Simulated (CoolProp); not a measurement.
Propylene at several states: Z from the reference equation and from simpler models built on Tc = 364.2 K, pc = 45.55 bar, ω = 0.146; each cubic takes its own stable root.

Model: reference Helmholtz-energy equation of state, Lemmon 2013, in CoolProp.

```json
[
 {"T (K)": "399.4", "p (bar)": "0.143", "phase": "gas", "reference": "0.9992", "van der Waals": "0.9993", "Redlich-Kwong": "0.9992"},
 {"T (K)": "434.4", "p (bar)": "190", "phase": "supercritical", "reference": "0.6248", "van der Waals": "0.7494", "Redlich-Kwong": "0.6586"},
 {"T (K)": "381.1", "p (bar)": "0.105", "phase": "gas", "reference": "0.9993", "van der Waals": "0.9994", "Redlich-Kwong": "0.9993"},
 {"T (K)": "465.7", "p (bar)": "94.7", "phase": "supercritical", "reference": "0.6866", "van der Waals": "0.6231", "Redlich-Kwong": "0.6744"},
 {"T (K)": "275.1", "p (bar)": "0.381", "phase": "gas", "reference": "0.9931", "van der Waals": "0.9952", "Redlich-Kwong": "0.9937"}
]
```
